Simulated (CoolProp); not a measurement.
R1132(E) at several states: Z from the reference equation and from simpler models built on Tc = 348.8 K, pc = 5.174 MPa, ω = 0.245; each cubic takes its own stable root.

Computed with CoolProp (reference Helmholtz-energy equation of state, Akasaka 2024).

| T (K) | p (MPa) | phase | reference | van der Waals | Redlich-Kwong | Peng-Robinson |
|---|---|---|---|---|---|---|
| 348.9 | 0.0137 | gas | 0.9991 | 0.9992 | 0.9991 | 0.9990 |
| 293.9 | 3.06 | liquid | 0.08510 | 0.1420 | 0.1016 | 0.08558 |
| 251.8 | 6.5 | liquid | 0.1841 | 0.2977 | 0.2093 | 0.1792 |
